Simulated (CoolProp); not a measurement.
Properties of 1-butene along the isotherm 525 K.

The numbers come from the reference Helmholtz-energy equation of state, Lemmon 2005 in CoolProp. It is a short technical equation, of lower accuracy than the large ones.

```tsv
p (bar)	phase	cp (kJ/(kg K))	cv (kJ/(kg K))	isothermal compressibility (1/MPa)	expansivity (1/kK)	fugacity coefficient
1.54	gas	2.395	2.242	6.535	1.947	0.9937
3.08	gas	2.401	2.243	3.289	1.990	0.9874
4.62	gas	2.408	2.245	2.207	2.035	0.9811
6.16	gas	2.415	2.247	1.666	2.082	0.9748
7.7	gas	2.422	2.248	1.342	2.129	0.9686
9.24	gas	2.429	2.250	1.126	2.179	0.9624
10.8	gas	2.437	2.252	0.9702	2.230	0.9562
12.3	gas	2.445	2.254	0.8577	2.281	0.9502
13.9	gas	2.453	2.256	0.7646	2.337	0.9439
15.4	gas	2.461	2.257	0.6950	2.392	0.9380
16.9	gas	2.470	2.259	0.6379	2.448	0.9321
18.5	gas	2.479	2.261	0.5872	2.510	0.9258
20	gas	2.488	2.263	0.5471	2.570	0.9200
```
